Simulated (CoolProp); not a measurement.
Saturation properties of octamethyltrisiloxane (MDM).

Values from CoolProp's reference Helmholtz-energy equation of state, Thol 2017.

```
T (°C)  p (kPa)  liquid density (kg/m³)  vapour density (kg/m³)  enthalpy of vaporisation (kJ/kg)  liquid cp (kJ/(kg K))
------  -------  ----------------------  ----------------------  --------------------------------  ---------------------
171.05    160.6                   651.0                   11.48                             143.8                  2.166
176.05    180.4                   644.3                   12.87                             141.3                  2.181
181.15    202.5                   637.2                   14.44                             138.7                  2.197
186.25    226.5                   630.0                   16.17                             136.1                  2.213
191.35    252.6                   622.6                   18.06                             133.4                  2.230
196.35    280.4                   615.1                   20.10                             130.6                  2.247
201.45    311.1                   607.3                   22.39                             127.7                  2.265
206.55    344.3                   599.3                   24.89                             124.7                  2.284
211.55    379.3                   591.2                   27.59                             121.7                  2.303
216.65    417.8                   582.7                   30.62                             118.5                  2.324
221.75    459.1                   573.8                   33.96                             115.2                  2.346
226.75    502.6                   564.8                   37.57                             111.8                  2.370
231.85    550.1                   555.2                   41.65                             108.1                  2.396
236.95    601.0                   545.2                   46.18                             104.3                  2.426
```

It boils at 152.5 °C under 1 atm.
